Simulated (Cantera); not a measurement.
An adiabatic, constant-volume homogeneous reactor starts with CO : H₂ : O₂ : N₂ : H₂O = 1 : 0.24 : 0.258 : 0.971 : 0.095 (molar parts), equivalence ratio 2.4, at 1075 K and 0.987 atm. Integrator tolerance rtol = 1e-08.

Model: GRI-Mech 3.0 (53 species, 325 reactions), integrated in Cantera.

Question: What does this change do: pressure from 0.987 atm to 0.345 atm?

Answer: 
| quantity | before | after |
|---|---|---|
| time of steepest temperature rise | 0.201 ms | 0.439 ms |
| temperature at 9.00 s | 2735 K | 2675 K |
| equilibrium temperature | 2735 K | 2675 K |
| x(CO) at 9.00 s | 0.285 (gas-phase equilibrium 0.285) | 0.286 (gas-phase equilibrium 0.286) |
| x(H₂) at 9.00 s | 0.0309 (gas-phase equilibrium 0.0309) | 0.0312 (gas-phase equilibrium 0.0312) |
| x(O₂) at 9.00 s | 0.00146 (gas-phase equilibrium 0.00146) | 0.00238 (gas-phase equilibrium 0.00238) |
| x(N₂O) at 9.00 s | 1.26e-7 (gas-phase equilibrium 1.26e-7) | 8.55e-8 (gas-phase equilibrium 8.55e-8) |
| x(NO) at 9.00 s | 0.00204 (gas-phase equilibrium 0.00204) | 0.00237 (gas-phase equilibrium 0.00237) |

Question: What does this change do: pressure from 0.987 atm to 4.44 atm?

Answer: 
| quantity | before | after |
|---|---|---|
| time of steepest temperature rise | 0.201 ms | 0.359 ms |
| temperature at 9.00 s | 2735 K | 2803 K |
| equilibrium temperature | 2735 K | 2803 K |
| x(CO) at 9.00 s | 0.285 (gas-phase equilibrium 0.285) | 0.285 (gas-phase equilibrium 0.285) |
| x(H₂) at 9.00 s | 0.0309 (gas-phase equilibrium 0.0309) | 0.0305 (gas-phase equilibrium 0.0305) |
| x(O₂) at 9.00 s | 0.00146 (gas-phase equilibrium 0.00146) | 0.000595 (gas-phase equilibrium 0.000595) |
| x(N₂O) at 9.00 s | 1.26e-7 (gas-phase equilibrium 1.26e-7) | 1.91e-7 (gas-phase equilibrium 1.91e-7) |
| x(NO) at 9.00 s | 0.00204 (gas-phase equilibrium 0.00204) | 0.00144 (gas-phase equilibrium 0.00144) |
The hydrogen kinetics of GRI-Mech 3.0 are dated; newer H2 mechanisms differ, most at raised pressure.

Question: What does this change do: pressure from 0.987 atm to 9.87 atm?

Answer: 
```json
[
 {"quantity": "time of steepest temperature rise", "before": "0.201 ms", "after": "0.457 ms"},
 {"quantity": "temperature at 9.00 s", "before": "2735 K", "after": "2829 K"},
 {"quantity": "equilibrium temperature", "before": "2735 K", "after": "2829 K"},
 {"quantity": "x(CO) at 9.00 s", "before": "0.285 (gas-phase equilibrium 0.285)", "after": "0.284 (gas-phase equilibrium 0.284)"},
 {"quantity": "x(H₂) at 9.00 s", "before": "0.0309 (gas-phase equilibrium 0.0309)", "after": "0.0304 (gas-phase equilibrium 0.0304)"},
 {"quantity": "x(O₂) at 9.00 s", "before": "0.00146 (gas-phase equilibrium 0.00146)", "after": "0.000336 (gas-phase equilibrium 0.000336)"},
 {"quantity": "x(N₂O) at 9.00 s", "before": "1.26e-7 (gas-phase equilibrium 1.26e-7)", "after": "2.23e-7 (gas-phase equilibrium 2.23e-7)"},
 {"quantity": "x(NO) at 9.00 s", "before": "0.00204 (gas-phase equilibrium 0.00204)", "after": "0.00112 (gas-phase equilibrium 0.00112)"}
]
```
The hydrogen kinetics of GRI-Mech 3.0 are dated; newer H2 mechanisms differ, most at raised pressure.
